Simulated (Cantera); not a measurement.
Cantera run, input and output.

```python
import numpy as np
import cantera as ct

gas = ct.Solution("gri30.yaml")
gas.TPX = 1725, 100000, {'CH4': 1, 'O2': 3.45, 'N2': 13}
reactor = ct.IdealGasConstPressureReactor(gas, energy="on", clone=False)
net = ct.ReactorNet([reactor])
net.rtol, net.atol = 1e-08, 1e-16
show = ['CH4', 'O2', 'NO', 'CH2', 'CH3', 'H', 'C2H']
times = np.geomspace(3e-06, 0.6, 14)

steps = ct.SolutionArray(gas, extra=["t"])
rows = []
print(f"{'t/s':>10s}{'T/K':>9s}{'P/Pa':>11s}" + "".join(f"{s:>11s}" for s in show))
for t in times:
    while net.time < t:
        t_next = net.step()
        steps.append(gas.state, t=t_next)
    rows.append([np.interp(t, steps.t, y) for y in (steps.T, steps.P, *steps(*show).X.T)])
    print(f"{t:10.3e}{rows[-1][0]:9.1f}{rows[-1][1]:11.4g}" + "".join(f"{x:11.3e}" for x in rows[-1][2:]))
rate = np.gradient(steps.T, steps.t)
print("integrator steps:", len(steps.t))
if steps.T.max() > steps.T[0] + 200:
    print(f"time of steepest temperature rise: {steps.t[rate.argmax()]:.4e} s")
gas.TPX = 1725, 100000, {'CH4': 1, 'O2': 3.45, 'N2': 13}
gas.equilibrate("HP")
print(f"equilibrium (HP): T = {gas.T:.1f} K  " + "  ".join(f"{s} {gas[s].X[0]:.3e}" for s in show))
```

It prints:

```
       t/s      T/K       P/Pa        CH4         O2         NO        CH2        CH3          H        C2H
 3.000e-06   1725.0      1e+05  5.730e-02  1.977e-01  1.161e-13  1.974e-11  7.622e-06  2.335e-07  5.576e-21
 7.672e-06   1724.9      1e+05  5.728e-02  1.977e-01  4.286e-13  9.001e-11  2.229e-05  2.608e-07  7.395e-19
 1.962e-05   1724.8      1e+05  5.723e-02  1.977e-01  1.695e-12  5.818e-10  6.779e-05  3.603e-07  1.030e-16
 5.017e-05   1724.8      1e+05  5.693e-02  1.975e-01  9.699e-12  7.402e-09  2.524e-04  9.824e-07  2.929e-14
 1.283e-04   1741.5      1e+05  5.153e-02  1.938e-01  2.484e-10  7.812e-07  1.725e-03  3.007e-05  2.555e-10
 3.281e-04   2532.3      1e+05  9.278e-18  8.194e-02  3.902e-04  2.255e-16  1.492e-16  5.473e-03  2.991e-22
 8.390e-04   2632.7      1e+05  9.957e-18  8.082e-02  2.079e-03  1.735e-16  1.238e-16  2.803e-03  2.839e-22
 2.145e-03   2629.8      1e+05  9.848e-18  7.908e-02  5.822e-03  1.649e-16  1.203e-16  2.711e-03  2.650e-22
 5.486e-03   2622.8      1e+05  9.635e-18  7.635e-02  1.169e-02  1.527e-16  1.151e-16  2.618e-03  2.385e-22
 1.403e-02   2618.1      1e+05  9.492e-18  7.454e-02  1.559e-02  1.448e-16  1.117e-16  2.557e-03  2.219e-22
 3.588e-02   2617.6      1e+05  9.476e-18  7.434e-02  1.603e-02  1.439e-16  1.113e-16  2.550e-03  2.200e-22
 9.175e-02   2617.6      1e+05  9.476e-18  7.434e-02  1.603e-02  1.439e-16  1.113e-16  2.550e-03  2.200e-22
 2.346e-01   2617.6      1e+05  9.476e-18  7.434e-02  1.603e-02  1.439e-16  1.113e-16  2.550e-03  2.200e-22
 6.000e-01   2617.6      1e+05  9.476e-18  7.434e-02  1.603e-02  1.439e-16  1.113e-16  2.550e-03  2.200e-22
integrator steps: 1716
time of steepest temperature rise: 1.7281e-04 s
equilibrium (HP): T = 2617.6 K  CH4 1.363e-17  O2 7.434e-02  NO 1.603e-02  CH2 1.815e-16  CH3 1.601e-16  H 2.550e-03  C2H 2.365e-22
```

Model: GRI-Mech 3.0 (53 species, 325 reactions), integrated in Cantera.
